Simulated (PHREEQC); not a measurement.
0.032 g of hydrous ferric oxide (600 m²/g; 0.2 weak and 0.005 strong sites per Fe, Dzombak-Morel constants, diffuse double layer) in 1 kg of water with 0.3 mol/kgw of an inert sodium salt and 0.0021 mmol/kgw PbCl2 and 0.00099 mmol/kgw ZnSO4, at 25 °C; the pH is set by adding NaOH or the inert anion's acid. Oxygen alone is held at its pressure in air (log pO2 = -0.68). The system is closed to CO2. No solid was allowed to form.

Base run: PHREEQC, ion-association model, wateq4f.dat. Each further column changes one thing. The table gives Zn sorbed (%).

```tsv
pH	base	no electrostatic term (-no_edl)	background salt from 0.3 to 0.03 mol/kgw	oxide from 0.032 to 0.16 g/kgw	0.00018 mol/kgw H3BO3 added
3	0.0	0.0	0.0	0.0	0.0
3.67	0.0	0.0	0.0	0.0	0.0
4.33	0.0	0.0	0.0	0.0	0.0
5	0.1	0.1	0.1	0.8	0.1
5.67	0.2	0.4	___	10.7	0.2
6.33	2.2	___	2.3	___	2.2
7.67	78.5	88.3	84.6	99.7	78.5
8.33	97.6	96.9	___	100.0	97.6
9	99.3	95.9	99.5	100.0	99.3
9.67	99.0	69.6	99.5	100.0	99.0
10.33	97.5	11.2	99.1	100.0	97.5
11	88.9	0.6	97.7	99.9	88.9
```

**Question.** What belongs in the gaps?

**Answer.** 
- 5.67, background salt from 0.3 to 0.03 mol/kgw: 0.3
- 6.33, no electrostatic term (-no_edl): 5.3
- 6.33, oxide from 0.032 to 0.16 g/kgw: 60.9
- 8.33, background salt from 0.3 to 0.03 mol/kgw: 98.5

The oxide is taken as insoluble; below pH 4 it would dissolve. In at least one series the solution becomes supersaturated in solids that the run did not let form, among them Pb(OH)2.
